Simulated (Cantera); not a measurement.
A closed system holds: 1 mol NF3, 7.8 mol H2O, 11 mol N2, at 2950 K and 1.50 mbar.

Cantera equilibrium calculation (NASA polynomials, part measured and part estimated; ideal gas, pure solids and liquids). Candidate condensed phases: H2O; 40 gas species. Rates play no part.

Base state: H 0.350, N2 0.332, O 0.199, HF 0.0730, F 0.0143, H2 0.0101, OH 0.00927, O2 0.00655 (mole fractions); condensed: gas only.

Problem. What changes in the equilibrium state with this change: H2O from 7.8 to 0.48 mol?

Solution. 
```csv
species,before,after
N2,0.332,0.753
F,0.0143,0.153
HF,0.0730,0.0433
H,0.350,0.0194
O,0.199,0.0299
H2,0.0101,3.10e-5
H2O,0.000835,3.87e-7
OH,0.00927,7.74e-5
O2,0.00655,0.000148
NO,0.00514,0.00117
N,0.000149,0.000225
```

Problem. What changes in the equilibrium state with this change: 0.2 mol HCl added?

Solution. 
```
species   before     after
-------  -------  --------
H          0.350     0.351
N2         0.332     0.328
O          0.199     0.197
Cl             0   0.00552
F         0.0143    0.0141
HF        0.0730    0.0722
H2        0.0101    0.0101
HCl            0  0.000233
O2       0.00655   0.00641
NO       0.00514   0.00506
OH       0.00927   0.00921
```
Further candidate phases: NH4Cl.
